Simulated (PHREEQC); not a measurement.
HCl is added in steps, without added water, to 1 kg of water holding 0.0045 mol Na2S, 0.0014 mol NaCl and 0.01 mol MnCl2, at 75 °C. The system is closed to oxygen. The system is closed to CO2. The run lets Pyrochroite, MnS(Green), Halite precipitate or redissolve, and no other solid.

Base run: PHREEQC, ion-association model, wateq4f.dat. Each further column changes one thing. The table gives pH.

```json
[
 {"HCl added (mol)": "0", "base": "8.67", "diluted 10-fold with water": "?", "no solid may form": "9.16"},
 {"HCl added (mol)": "0.001375", "base": "8.40", "diluted 10-fold with water": "?", "no solid may form": "8.93"},
 {"HCl added (mol)": "0.003438", "base": "8.08", "diluted 10-fold with water": "?", "no solid may form": "8.40"},
 {"HCl added (mol)": "0.004812", "base": "7.42", "diluted 10-fold with water": "2.45", "no solid may form": "7.42"},
 {"HCl added (mol)": "0.006188", "base": "6.67", "diluted 10-fold with water": "2.32", "no solid may form": "6.67"},
 {"HCl added (mol)": "0.007562", "base": "6.13", "diluted 10-fold with water": "2.22", "no solid may form": "6.13"},
 {"HCl added (mol)": "0.009625", "base": "3.27", "diluted 10-fold with water": "2.11", "no solid may form": "3.27"},
 {"HCl added (mol)": "0.011", "base": "2.77", "diluted 10-fold with water": "2.04", "no solid may form": "2.77"}
]
```

Problem. Some entries are withheld; supply them.

Solution. 
- 0, diluted 10-fold with water: 8.82
- 0.001375, diluted 10-fold with water: 3.35
- 0.003438, diluted 10-fold with water: 2.63

The polysulfide entries of wateq4f.dat were taken out for this run. Constants without temperature data keep their 25 °C values here. In at least one series the solution becomes supersaturated in solids that the run did not let form, among them Pyrochroite, MnS(Green).
